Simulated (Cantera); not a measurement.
Charge: 1 mol MgCl2, 0.043 mol O2, 0.26 mol N2, held at 1398.15 K and 668 Torr.

Equilibrium computed with Cantera from the NASA thermochemical tables; the gas is ideal and each condensed phase is pure. Candidate condensed phases: Mg, MgCl2, MgO; 18 gas species. Mutual solubility and eutectic melting of coexisting phases are not modelled. Rates play no part.

Base state: N2 0.656, Cl2 0.194, MgCl2 0.129, Cl 0.0131, O2 0.00803, NO 0.000128, ClO 3.12e-5 (mole fractions); condensed: MgCl2(l) + MgO(s).

Problem. What changes in the equilibrium state with this change: pressure from 668 Torr to 0.00195 Torr?

Solution. 
```
species         before    after
-------------  -------  -------
MgCl2            0.129    0.679
N2               0.656    0.193
Cl              0.0131    0.128
Cl2              0.194  5.40e-5
MgCl             <1e-9  1.13e-5
ClO            3.12e-5  1.61e-8
O2             0.00803  7.69e-6
MgCl2(l), mol    0.869        0
MgO(s), mol     0.0796   0.0860
```
